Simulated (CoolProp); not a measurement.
Decamethylcyclopentasiloxane (D5) along the isotherm 620 K: fugacity coefficient from the reference equation and from simpler models built on Tc = 618.3 K, pc = 1.078 MPa, ω = 0.631; each cubic takes its own stable root.

Computed with CoolProp (reference Helmholtz-energy equation of state, Thol 2019).

```csv
p (MPa),phase,reference
0.0341,gas,0.9889
0.05,gas,0.9837
0.0734,gas,0.9761
0.108,gas,0.9648
0.158,gas,0.9487
0.232,gas,0.9249
0.341,gas,0.8902
0.5,gas,0.8400
0.734,gas,0.7664
1.58,supercritical,0.4852
2.32,supercritical,0.3662
3.41,supercritical,0.2868
5,supercritical,0.2375
7.34,supercritical,0.2122
10.8,supercritical,0.2113
```

**Question.** How far does each simpler model (Redlich-Kwong, Peng-Robinson) lie from the reference over these 15 states: mean and median of the absolute difference, and the worst?

**Answer.** 
- Redlich-Kwong: mean 4.8 %, median 0.8 %, worst +19.1 % at 620 K and 10.8 MPa
- Peng-Robinson: mean 0.9 %, median 0.6 %, worst +2.6 % at 620 K and 5 MPa
